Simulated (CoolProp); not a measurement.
Oxygen at 293.15 K and 0.122 MPa is compressed adiabatically to 0.59 MPa with isentropic efficiency 0.9. Each further row changes one setting.

The numbers come from the reference Helmholtz-energy equation of state, Schmidt 1985 in CoolProp.

```json
[
 {"case": "as stated", "work (kJ/kg)": "168", "final temperature (K)": "472.3", "final density (kg/m³)": "4.80"},
 {"case": "efficiency 1", "work (kJ/kg)": "151", "final temperature (K)": "454.9", "final density (kg/m³)": "4.99"},
 {"case": "efficiency 0.65", "work (kJ/kg)": "232", "final temperature (K)": "538.4", "final density (kg/m³)": "4.21"}
]
```

Above 300 K oxygen's equation is extrapolated.
